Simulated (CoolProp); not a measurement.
Oxygen at 318.35 K and 4.83 MPa is throttled through a valve to 1.76 MPa with no heat exchange. Each further row changes one setting.

Model: reference Helmholtz-energy equation of state, Schmidt 1985, in CoolProp.

```json
[
 {"case": "as stated", "temperature change (K)": "-6.9", "final density (kg/m³)": "21.9"},
 {"case": "outlet pressure 0.528 MPa", "temperature change (K)": "-9.9", "final density (kg/m³)": "6.61"},
 {"case": "outlet pressure 2.29 MPa", "temperature change (K)": "-5.6", "final density (kg/m³)": "28.5"}
]
```

Above 300 K oxygen's equation is extrapolated.
